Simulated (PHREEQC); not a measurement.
Solution (80 °C): 0.1 mol HF, 0.0094 mol NH4F, 4.3e-07 mol H4SiO4 and 0.043 mol H3PO4 per kg of water. Closed to the air; pH follows from the charge balance.

All values are PHREEQC results (ion-association model, phreeqc.dat), not measurements.

```
Quantity                   Value
----------------  --------------
pH                          2.06
ionic strength    0.0193 mol/kgw
total alkalinity     -143 meq/kg
```

```csv
species,molality,activity,log γ
HF,0.103,0.104,0.002
H3PO4,0.0283,0.0284,0.002
H2PO4-,0.0147,0.0127,-0.063
H+,0.00989,0.00870,-0.056
NH4+,0.00940,0.00798,-0.071
F-,0.00315,0.00269,-0.068
HF2-,0.00140,0.00120,-0.066
SiF6-2,4.30e-7,2.38e-7,-0.257
HPO4-2,2.13e-7,1.18e-7,-0.257
NH3,1.35e-8,1.36e-8,0.002
```

This is a speciation only: nothing precipitates in the calculation. Complexes and solids missing from the database can't appear. Away from 25 °C the constants follow the database's enthalpies or fits; those with neither stay at their 25 °C values. SiF6-2 is the database's only silicon fluoride.
